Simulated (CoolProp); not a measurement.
Carbon dioxide along the isotherm 221.6 K: Z from the reference equation and from simpler models built on Tc = 304.1 K, pc = 7.377 MPa, ω = 0.224; each cubic takes its own stable root.

Model: reference Helmholtz-energy equation of state, Span 1996, in CoolProp.

| p (MPa) | phase | reference | Redlich-Kwong | Soave-Redlich-Kwong |
|---|---|---|---|---|
| 1.11 | liquid | 0.02283 | 0.02574 | 0.02480 |
| 2.21 | liquid | 0.04536 | 0.05103 | 0.04922 |
| 3.32 | liquid | 0.06799 | 0.07632 | 0.07370 |
| 4.43 | liquid | 0.09054 | … | … |
| 5.53 | liquid | 0.1128 | … | 0.1220 |
| 6.64 | liquid | 0.1352 | … | 0.1461 |
| 7.75 | liquid | 0.1575 | 0.1754 | 0.1700 |
| 8.85 | liquid | … | 0.1996 | 0.1936 |
| 9.96 | liquid | 0.2016 | 0.2238 | 0.2173 |
| 11.1 | liquid | 0.2242 | 0.2486 | 0.2415 |

Task: Fill in the missing entries.

Result: 
- 4.43, Redlich-Kwong: 0.1014
- 4.43, Soave-Redlich-Kwong: 0.09803
- 5.53, Redlich-Kwong: 0.1261
- 6.64, Redlich-Kwong: 0.1508
- 8.85, reference: 0.1795
